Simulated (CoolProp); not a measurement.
Vapour-liquid equilibrium of methanol (1) + toluene (2) at 404.8 K; x and y are mole fractions of (1).

The numbers come from the multi-fluid Helmholtz-energy mixture model, de Reuck 1993 and Lemmon 2006; pair parameters Bell 2016 in CoolProp.

Question: Give the bubble pressure and the first vapour's composition at x = 0.2, 0.425, 0.65. Is there an azeotrope?

Answer: x = 0.2: 5.699 bar, y = 0.693; x = 0.425: 6.939 bar, y = 0.765; x = 0.65: 7.674 bar, y = 0.819. No azeotrope shows between x = 0.05 and 0.95.

The pair parameters rest on a limited set of measurements; away from them the model extrapolates. With so large a gap from Raoult's law the liquid may split in two, which this calculation doesn't test in full.
